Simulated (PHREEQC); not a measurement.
0.053 g of hydrous ferric oxide (600 m²/g; 0.2 weak and 0.005 strong sites per Fe, Dzombak-Morel constants, diffuse double layer) in 1 kg of water with 0.05 mol/kgw of an inert sodium salt and 1.7e-05 mol SrCl2, at 25 °C; the pH is set by adding NaOH or the inert anion's acid. Oxygen alone is held at its pressure in air (log pO2 = -0.68). The system is closed to CO2. No solid was allowed to form.

Base run: PHREEQC, ion-association model, wateq4f.dat. Each further column changes one thing. The table gives surface charge σ (C/m²).

```
pH      base  background salt from 0.05 to 0.005 mol/kgw  oxide from 0.053 to 0.27 g/kgw  2.2e-05 mol/kgw CuCl2 added
----  ------  ------------------------------------------  ------------------------------  ---------------------------
3      0.357                                         ___                           0.357                        0.357
3.75   0.317                                         ___                           0.317                        0.317
4.5    0.238                                         ___                           0.238                        0.239
4.88   0.194                                         ___                           0.194                        0.196
5.62   0.119                                         ___                           0.119                        0.128
6.38   0.064                                       0.026                           0.064                        0.081
7.12   0.030                                       0.011                           0.030                        0.044
7.5    0.017                                       0.006                           0.017                        0.029
8.25  -0.003                                      -0.001                          -0.003                        0.006
9     -0.023                                      -0.008                          -0.023                       -0.013
```

Task: Complete the blanks.

Result: 
- 3, background salt from 0.05 to 0.005 mol/kgw: 0.303
- 3.75, background salt from 0.05 to 0.005 mol/kgw: 0.212
- 4.5, background salt from 0.05 to 0.005 mol/kgw: 0.131
- 4.88, background salt from 0.05 to 0.005 mol/kgw: 0.099
- 5.62, background salt from 0.05 to 0.005 mol/kgw: 0.054

The oxide is taken as insoluble; below pH 4 it would dissolve. The database's constant for dissolved Cu(OH)2 is higher than later reviews accept.
